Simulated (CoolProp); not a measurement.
m-xylene at 481.62 K and 1.55 MPa is throttled through a valve to 0.163 MPa with no heat exchange. Each further row changes one setting.

Model: reference Helmholtz-energy equation of state, Zhou 2012, in CoolProp.

```tsv
case	temperature change (K)	final phase	final density (kg/m³)
as stated	[?]	two-phase, vapour fraction 0.356	[?]
outlet pressure 0.0489 MPa	[?]	[?]	[?]
outlet pressure 0.212 MPa	[?]	[?]	[?]
```

### Question
Complete the blanks.

### Answer

- as stated, temperature change (K): -50.8
- as stated, final density (kg/m³): 14.3
- outlet pressure 0.0489 MPa, temperature change (K): -94.6
- outlet pressure 0.0489 MPa, final phase: two-phase, vapour fraction 0.590
- outlet pressure 0.0489 MPa, final density (kg/m³): 2.80
- outlet pressure 0.212 MPa, temperature change (K): -39.6
- outlet pressure 0.212 MPa, final phase: two-phase, vapour fraction 0.287
- outlet pressure 0.212 MPa, final density (kg/m³): 22.5
